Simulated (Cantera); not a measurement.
Input: 1 mol Si, 5.2 mol HCl, at 1.00 Torr.

Method: chemical equilibrium by Gibbs-energy minimisation in Cantera with the NASA 1993 tables (ideal gas, pure condensed phases). Candidate condensed phases: Si; 19 gas species. The tables' values for SiCl3 are old estimates; treat these amounts as uncertain. Equilibrium is a limit: real reactors are often held back by kinetics, nucleation or transport.

log p: log10 of the partial pressure in bar; nothing condenses.

```csv
T (K),log p H2,log p HCl,log p SiCl4,log p SiHCl3,log p SiCl3,log p SiCl2,log p SiH2Cl2
450,-3.20,-3.42,-3.50,-9.91,<-14,<-14,<-14
500,-3.20,-3.42,-3.50,[?],-14.84,<-14,<-14
550,-3.20,-3.42,-3.50,-8.40,-13.15,<-14,-14.67
600,-3.20,-3.42,-3.50,-7.84,-11.74,<-14,-13.48
650,-3.20,-3.42,-3.50,-7.37,-10.55,-14.79,-12.47
700,-3.20,-3.42,-3.50,-6.97,-9.53,-13.04,-11.62
750,-3.20,-3.42,-3.50,[?],-8.65,[?],[?]
800,-3.20,-3.42,-3.50,-6.32,-7.88,-10.22,-10.24
850,-3.20,-3.42,-3.50,-6.06,-7.21,-9.06,-9.68
900,-3.20,-3.42,-3.50,-5.83,-6.61,-8.04,-9.18
950,-3.20,-3.42,-3.50,-5.63,-6.08,-7.13,-8.74
1000,-3.20,-3.41,-3.51,-5.45,-5.61,-6.32,-8.36
```

### Question
Fill in the missing entries.

### Answer

- 750, log p SiHCl3: -6.62
- 750, log p SiCl2: -11.54
- 750, log p SiH2Cl2: -10.88
- 500, log p SiHCl3: -9.07
